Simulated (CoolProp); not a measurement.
Properties of vinyl chloride at several states (Tc = 151.9 °C, pc = 5.600 MPa, ω = 0.160).

Values from CoolProp's reference Helmholtz-energy equation of state, Thol 2022.

```csv
T (°C),p (MPa),phase,Z,cv (kJ/(kg K)),speed of sound (m/s),Joule-Thomson coefficient (K/MPa),isothermal compressibility (1/MPa),expansivity (1/kK)
-138.55,3.18,liquid,0.1480,1.056,1690,-0.3651,0.0004839,1.731
-46.15,0.0241,liquid,0.0007773,0.8882,1217,?,0.001092,1.702
-96.45,0.323,liquid,?,?,1471,-0.4104,0.0006910,1.646
```

Question: Complete the blanks.

Answer: 
- -46.15, Joule-Thomson coefficient (K/MPa): -0.4054
- -96.45, Z: 0.01231
- -96.45, cv (kJ/(kg K)): 0.9269
